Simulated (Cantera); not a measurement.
A closed system holds: 1 mol CHF₃, 4.6 mol H₂, held at 0.120 bar.

Equilibrium computed with Cantera from the NASA thermochemical tables; the gas is ideal and each condensed phase is pure. Candidate condensed phases: C, C₆H₆, C₇H₈, C₈H₁₈; 95 gas species. Equilibrium is a limit: real reactors are often held back by kinetics, nucleation or transport.

Question: At 1975 K, list the 5 most abundant gas species with their mole fractions, and the condensed phases.

Answer: H₂ 0.543, HF 0.454, H 0.00291, C₂H₂ (acetylene) 0.000353, CH₄ 1.61e-5. Condensed: C(graphite).
